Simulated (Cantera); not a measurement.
An isothermal, constant-pressure homogeneous reactor starts with 33.3 % CH₄, 66.7 % H₂, at 1725 K and 0.0132 atm.

Computed with Cantera and GRI-Mech 3.0 (53 species, 325 reactions). GRI-Mech 3.0 stops at C3 and has no aromatics, soot or wall deposition, so with more carbon than oxygen in the feed, carbon stays in small species such as C2H2 where larger ones or solid carbon would form. Radical loss at walls, strong at low pressure, is not modelled.

x: mole fraction; the columns are a selection and need not sum to one.

```json
[
 {"t (s)": "8.00e-5", "x CH₄": "0.333", "x H₂": "0.667", "x H": "…", "x C₂H₄": "3.43e-10", "x CH₃": "2.18e-5", "x C₂H₆": "1.69e-10", "x CH₂": "4.53e-11"},
 {"t (s)": "0.000278", "x CH₄": "0.333", "x H₂": "0.667", "x H": "…", "x C₂H₄": "2.39e-8", "x CH₃": "7.77e-5", "x C₂H₆": "8.28e-9", "x CH₂": "7.93e-10"},
 {"t (s)": "0.000969", "x CH₄": "0.333", "x H₂": "0.667", "x H": "…", "x C₂H₄": "1.17e-6", "x CH₃": "0.000272", "x C₂H₆": "3.00e-7", "x CH₂": "1.07e-8"},
 {"t (s)": "0.00337", "x CH₄": "0.332", "x H₂": "0.667", "x H": "…", "x C₂H₄": "4.99e-5", "x CH₃": "0.000943", "x C₂H₆": "6.83e-6", "x CH₂": "1.22e-7"},
 {"t (s)": "0.0117", "x CH₄": "0.324", "x H₂": "0.670", "x H": "…", "x C₂H₄": "0.00165", "x CH₃": "0.00320", "x C₂H₆": "8.19e-5", "x CH₂": "1.14e-6"},
 {"t (s)": "0.0409", "x CH₄": "0.243", "x H₂": "0.719", "x H": "…", "x C₂H₄": "0.00560", "x CH₃": "0.00454", "x C₂H₆": "0.000137", "x CH₂": "2.54e-6"},
 {"t (s)": "0.142", "x CH₄": "0.117", "x H₂": "0.800", "x H": "…", "x C₂H₄": "0.00139", "x CH₃": "0.00242", "x C₂H₆": "3.66e-5", "x CH₂": "1.71e-6"},
 {"t (s)": "0.495", "x CH₄": "0.0359", "x H₂": "0.851", "x H": "…", "x C₂H₄": "0.000206", "x CH₃": "0.000918", "x C₂H₆": "4.60e-6", "x CH₂": "9.70e-7"},
 {"t (s)": "1.72", "x CH₄": "0.00777", "x H₂": "0.869", "x H": "…", "x C₂H₄": "6.60e-5", "x CH₃": "0.000250", "x C₂H₆": "2.89e-7", "x CH₂": "3.89e-7"},
 {"t (s)": "6.00", "x CH₄": "0.00174", "x H₂": "0.872", "x H": "…", "x C₂H₄": "5.82e-5", "x CH₃": "6.07e-5", "x C₂H₆": "1.64e-8", "x CH₂": "1.08e-7"}
]
```

What belongs in the gaps?


- 8.00e-5, x H: 2.99e-6
- 0.000278, x H: 8.52e-6
- 0.000969, x H: 2.78e-5
- 0.00337, x H: 9.51e-5
- 0.0117, x H: 0.000335
- 0.0409, x H: 0.000680
- 0.142, x H: 0.000832
- 0.495, x H: 0.00108
- 1.72, x H: 0.00138
- 6.00, x H: 0.00150
